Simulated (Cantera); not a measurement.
A Cantera script and what it prints.

```python
import numpy as np
import cantera as ct

gas_names = """
    Cu CuO Cu2 H HNO HNO2 HNO3 HO2 H2 H2O H2O2 N NH NH2 NH3 NH2OH NO NO2 NO3 N2 N2H2 N2H4 N2O O OH O2 O3
""".split()
cond_names = """
    Cu(cr) Cu(L) CuO(s) CuO2H2(s) Cu2O(s) Cu2O(L) H2O(s) H2O(L)
""".split()


# ... load() reads the species with a 1 bar reference pressure and builds the phases ...
atoms = {
    'Cu2O': {'Cu': 2, 'O': 1},
    'H2': {'H': 2},
    'N2': {'N': 2},
}
top_T = {'CuO(s)': 1390}  # K; cautious upper limits of use, not melting points


# ... equilibrate(T, P, feed) seeds the gas with the atoms and calls Mixture.equilibrate('TP', solver="vcs", rtol=1e-11, max_steps=5000) ...
results = []
feed = {'Cu2O': 1, 'H2': 1.4, 'N2': 14}  # mol
T = 2048  # K
P = 160000  # Pa
mix = equilibrate(T, P, feed)
results.append((T, P, feed, dict(zip(mix.species_names, mix.species_moles))))
print(gas.report(threshold=1e-05))
for i in range(1, mix.n_phases):
    print(f"{mix.phase(i).name:16s} {mix.phase_moles(i):12.5e} mol")
```

Result:

```
       temperature   2048 K
          pressure   1.6e+05 Pa
           density   0.25219 kg/m^3
  mean mol. weight   26.84 kg/kmol
   phase of matter   gas

                          1 kg             1 kmol
                     ---------------   ---------------
          enthalpy        1.6639e+06        4.4658e+07  J
   internal energy        1.0295e+06         2.763e+07  J
           entropy            9359.7        2.5121e+05  J/K
    Gibbs function       -1.7505e+07       -4.6982e+08  J
 heat capacity c_p            1379.1             37014  J/K
 heat capacity c_v            1069.3             28700  J/K

                      mass frac. Y      mole frac. X     chem. pot. / RT
                     ---------------   ---------------   ---------------
                Cu          0.009847          0.004159           -7.8778
               Cu2        9.5433e-05        2.0154e-05           -15.756
                 H        1.0674e-05        0.00028422           -11.372
                H2         0.0019361          0.025776           -22.745
               H2O           0.04333          0.064555           -44.047
                NO        1.8546e-05        1.6589e-05           -34.628
                N2           0.94471           0.90511           -26.651
                OH         4.912e-05        7.7519e-05           -32.675
     [  +19 minor]        2.5374e-06        1.8448e-06

Cu(L)             1.93504e+00 mol
Cu2O(L)           0.00000e+00 mol
```

Cantera equilibrium calculation (NASA polynomials, part measured and part estimated; ideal gas, pure solids and liquids).
